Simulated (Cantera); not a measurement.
Feed: 1 mol C2H4, 0.085 mol NH3, a varied amount of N2, held at 1925 K and 750 Torr.

Cantera equilibrium calculation (NASA polynomials, part measured and part estimated; ideal gas, pure solids and liquids). Candidate condensed phases: C, C6H6, C7H8, C8H18; 92 gas species. The numbers say what is thermodynamically allowed, not how fast it happens.

x: gas mole fraction; n: condensed amount in mol.

| n(N2) (mol) | x N2 | x H2 | x HCN | x H | x C2H2 (acetylene) | x CH4 | x HNC | n C(graphite) |
|---|---|---|---|---|---|---|---|---|
| 0.32 | 0.144 | 0.851 | 0.00379 | 0.000882 | 0.000390 | 0.000378 | 0.000187 | 1.99 |
| 0.46 | 0.189 | 0.805 | 0.00423 | 0.000858 | 0.000369 | 0.000339 | 0.000209 | 1.99 |
| 0.65 | ___ | 0.751 | 0.00463 | 0.000828 | 0.000344 | ___ | 0.000229 | 1.98 |
| 0.92 | 0.309 | 0.685 | 0.00499 | 0.000791 | 0.000313 | 0.000245 | 0.000246 | 1.98 |
| 1.3 | 0.384 | 0.609 | 0.00525 | 0.000746 | 0.000279 | 0.000194 | 0.000259 | 1.98 |
| 1.9 | 0.474 | 0.519 | 0.00538 | 0.000689 | 0.000238 | 0.000141 | 0.000266 | 1.97 |
| 2.6 | 0.551 | 0.442 | 0.00536 | 0.000636 | 0.000203 | 0.000102 | 0.000264 | 1.97 |
| 3.8 | 0.641 | 0.353 | 0.00516 | 0.000568 | 0.000162 | 6.51e-5 | 0.000255 | 1.97 |
| 5.3 | ___ | ___ | 0.00486 | ___ | ___ | ___ | 0.000240 | 1.96 |
| 7.6 | 0.780 | 0.215 | 0.00444 | 0.000443 | 9.85e-5 | 2.42e-5 | 0.000219 | 1.95 |
| 11 | 0.836 | 0.159 | 0.00396 | 0.000381 | 7.29e-5 | 1.32e-5 | 0.000195 | 1.94 |
| 15 | 0.874 | 0.122 | 0.00354 | 0.000334 | 5.58e-5 | 7.75e-6 | 0.000175 | 1.93 |
| 22 | 0.910 | 0.0862 | 0.00304 | 0.000281 | 3.95e-5 | 3.88e-6 | 0.000150 | 1.92 |

Q: What belongs in the gaps?

A: 
- 0.65, x N2: 0.243
- 0.65, x CH4: 0.000294
- 5.3, x N2: 0.712
- 5.3, x H2: 0.282
- 5.3, x H: 0.000507
- 5.3, x C2H2 (acetylene): 0.000129
- 5.3, x CH4: 4.15e-5
